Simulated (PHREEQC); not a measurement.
Solution (25 °C): 0.0042 mol/kgw MgCl2, 0.00019 mol/kgw NaF and 1e-06 mol/kgw H4SiO4. Closed to the air; pH follows from the charge balance.

The numbers come from PHREEQC with the ion-association model, phreeqc.dat.

Task: The ionic strength comes out as 0.0127 mol/kgw. What activity coefficients do Cl-, MgF+, Na+, Mg+2, F- get?

Result: Cl- 0.89, MgF+ 0.89, Na+ 0.89, Mg+2 0.65, F- 0.89.

Precipitation was switched off in this run. SiF6-2 is the database's only silicon fluoride.
